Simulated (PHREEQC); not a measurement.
# Silver or lead bath

Consider water at 25 °C with 0.0042 mol/kgw PbCl2, 0.00011 mol/kgw NaNO3 and 0.00017 mol/kgw Na2SO4. Closed to the air; pH follows from the charge balance.

Equilibrium calculation in PHREEQC: ion-association model, wateq4f.dat.

The pH is 5.16. The ionic strength comes out as 0.0115 mol/kgw.

```tsv
species	molality	activity	log γ
Cl-	0.00771	0.00689	-0.049
Pb+2	0.00343	0.00221	-0.191
PbCl+	0.000677	0.000607	-0.048
Na+	0.000450	0.000404	-0.047
NO3-	0.000107	9.51e-5	-0.050
SO4-2	9.40e-5	6.11e-5	-0.187
PbSO4	7.58e-5	7.60e-5	0.001
H+	7.67e-6	6.97e-6	-0.042
PbOH+	6.90e-6	6.18e-6	-0.048
PbCl2	6.61e-6	6.63e-6	0.001
PbNO3+	3.47e-6	3.11e-6	-0.048
Pb2OH+3	8.21e-7	3.06e-7	-0.429
NaSO4-	1.38e-7	1.24e-7	-0.046
HSO4-	4.62e-8	4.14e-8	-0.047
```

This is a speciation only: nothing precipitates in the calculation. Examples of supersaturated solids here: Anglesite, Larnakite. Others may be too.
